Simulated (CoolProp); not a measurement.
The numbers come from the reference Helmholtz-energy equation of state, Span 2003 in CoolProp. It is a short technical equation, of lower accuracy than the large ones.

Problem. For n-heptane, give the phase and the Z, expansivity (1/kK) at 480 K and 48.5 bar; 497.2 K and 48.5 bar; 548.6 K and 48.5 bar.

Solution. 
- 480 K and 48.5 bar: liquid; Z 0.239, expansivity 2.53
- 497.2 K and 48.5 bar: liquid; Z 0.242, expansivity 2.98
- 548.6 K and 48.5 bar: supercritical; Z 0.274, expansivity 6.59
